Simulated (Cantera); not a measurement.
Charge: 1 mol Cr, 1.7 mol NH₃, 4.9 mol N₂, held at 2425 °C and 0.100 bar.

Method: chemical equilibrium by Gibbs-energy minimisation in Cantera with the NASA 1993 tables (ideal gas, pure condensed phases). Candidate condensed phases: Cr, CrN, Cr₂N; 11 gas species. Kinetics and transport are ignored.

Base state: N₂ 0.592, H₂ 0.221, Cr 0.103, H 0.0838 (mole fractions); condensed: gas only.

**Question.** What changes in the equilibrium state with this change: NH₃ from 1.7 to 0.43 mol?

**Answer.** 
```
species  before   after
-------  ------  ------
N₂        0.592   0.739
Cr        0.103   0.144
H₂        0.221  0.0696
H        0.0838  0.0471
```
